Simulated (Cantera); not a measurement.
A perfectly stirred reactor is fed with CH4 : O2 : N2 = 1 : 1.43 : 8.3 (molar parts), at 5.00 bar; it is adiabatic with a 648 K inlet, and is followed from long to short residence time, starting on the burning branch (τ in s: 0.037, 0.022, 0.014, 0.0083, 0.0051, 0.0031, 0.0019, 0.0011, 0.0007, 0.00043, 0.00026, 0.00016, 9.6e-05).

Computed with Cantera and GRI-Mech 3.0 (53 species, 325 reactions).

Question: Predict: blow-out, bracketed by the residence times tried; x(CH4) at τ = 37.0 ms; x(O2) at τ = 37.0 ms; x(C2H2) at τ = 37.0 ms; x(C2H4) at τ = 37.0 ms; x(HO2) at τ = 37.0 ms; x(CH4) at τ = 1.90 ms; x(O2) at τ = 1.90 ms; x(C2H2) at τ = 1.90 ms; x(C2H4) at τ = 1.90 ms; x(HO2) at τ = 1.90 ms.

Answer: 
```json
{
  "blow_out_bracketed_by_the_residence_times_tried": "burning at 1.10 ms, out at 0.700 ms",
  "x(CH4) at τ = 37.0 ms": "0.00291",
  "x(O2) at τ = 37.0 ms": "0.000552",
  "x(C2H2) at τ = 37.0 ms": "0.00133",
  "x(C2H4) at τ = 37.0 ms": "2.83e-5",
  "x(HO2) at τ = 37.0 ms": "1.55e-7",
  "x(CH4) at τ = 1.90 ms": "0.00610",
  "x(O2) at τ = 1.90 ms": "0.00581",
  "x(C2H2) at τ = 1.90 ms": "0.00210",
  "x(C2H4) at τ = 1.90 ms": "0.000302",
  "x(HO2) at τ = 1.90 ms": "3.00e-6"
}
```
